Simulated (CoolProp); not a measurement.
The fluid at 293.15 K and 0.819 MPa flows at 0.55 m/s in a round tube of 12.7 mm bore and 0.25 µm roughness, fully developed (64/Re and Nu = 3.66 if laminar; Colebrook and Gnielinski if turbulent). The same conditions are run with several fluids, on thermodynamics alone (safety and materials aside).

Model: reference Helmholtz-energy equation of state of each fluid (propylene: Lemmon 2013; CH2F2 (R32): Tillner-Roth 1997; CF4 (R14): Platzer 1990; C2F6 (R116): Lemmon 2006; R410A: Lemmon 2003), in CoolProp. The equations of Platzer and Polt are older, rougher fits. Blends and air are pseudo-pure fits.

| fluid | Reynolds number | Darcy friction factor | pressure drop (Pa/m) | heat-transfer coefficient (W/(m² K)) | mass flow (kg/h) |
|---|---|---|---|---|---|
| propylene | 13400 | 0.0286 | … | … | 4.12 |
| CH2F2 (R32) | 10400 | 0.0306 | … | 40.4 | 4.96 |
| CF4 (R14) | 12300 | 0.0293 | … | 45.5 | 7.66 |
| C2F6 (R116) | … | 0.0244 | 14.9 | 75.9 | 12.9 |
| R410A | 15000 | 0.0278 | 9.22 | … | 6.98 |

Q: Complete the blanks.

A: 
- propylene, pressure drop (Pa/m): 5.60
- propylene, heat-transfer coefficient (W/(m² K)): 56.8
- CH2F2 (R32), pressure drop (Pa/m): 7.19
- CF4 (R14), pressure drop (Pa/m): 10.7
- C2F6 (R116), Reynolds number: 25700
- R410A, heat-transfer coefficient (W/(m² K)): 51.4

Transport values come from each fluid's own correlations; those of propylene, CH2F2 (R32), CF4 (R14), C2F6 (R116) are estimates that may be off by 10 % or more.
